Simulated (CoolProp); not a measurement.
A simple Rankine cycle with dimethyl ether: condensing at 325.15 K, boiler at 3.28 MPa, turbine inlet 378.1 K, turbine efficiency 0.75, pump efficiency 0.6, no recuperator. Each further row changes one setting.

Model: reference Helmholtz-energy equation of state, Wu 2011, in CoolProp.

```csv
case,thermal efficiency (%),net work (kJ/kg),heat in (kJ/kg),turbine exit temperature (K),volume ratio over the turbine
as stated,7.4,28.7,387,326.5,3.00
turbine inlet 398.1 K,7.8,34.4,440,351.3,2.85
condensing temperature 317.15 K,8.6,35.1,(withheld),(withheld),3.66
boiler pressure 2.3 MPa,5.4,(withheld),(withheld),349.4,1.95
turbine efficiency 0.65,6.2,24.1,387,328.8,(withheld)
```

Problem. Some entries are withheld; supply them.

Solution. 
- condensing temperature 317.15 K, heat in (kJ/kg): 408
- condensing temperature 317.15 K, turbine exit temperature (K): 318.4
- boiler pressure 2.3 MPa, net work (kJ/kg): 23.0
- boiler pressure 2.3 MPa, heat in (kJ/kg): 425
- turbine efficiency 0.65, volume ratio over the turbine: 3.04
